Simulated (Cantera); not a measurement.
Gas mixture: CH4 = 0.34 (molar parts), at 1100 Pa, frozen composition.

Cantera's kinetic-theory transport with the Lennard-Jones parameters of GRI-Mech 3.0, ideal gas; thermal conductivity in the mixture-averaged form. The composition is frozen, though it would react at the higher temperatures.

One state of this run: ρ (kg/m³) = 0.00163; cp (J/kg/K) = 5281; μ (µPa s) = 32.9; λ (mW/m/K) = 237; Pr = 0.732; D (cm²/s) CH3 = 268; D (cm²/s) N2 = 254; D (cm²/s) CH4 = 0.000. D: mixture-averaged diffusion coefficient of that species in the mixture.

Which value of T (K) does it belong to?
A) 1150
B) 1450
C) 550
D) 1300

D, 1300
